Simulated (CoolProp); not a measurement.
Computed with CoolProp (reference Helmholtz-energy equation of state, Thol 2021).

### Question
For chlorine, give the phase and the cv (kJ/(kg K)) at 11.25 °C and 1.01 bar; 35.95 °C and 1.01 bar.

### Answer
- 11.25 °C and 1.01 bar: gas; cv 0.363
- 35.95 °C and 1.01 bar: gas; cv 0.368
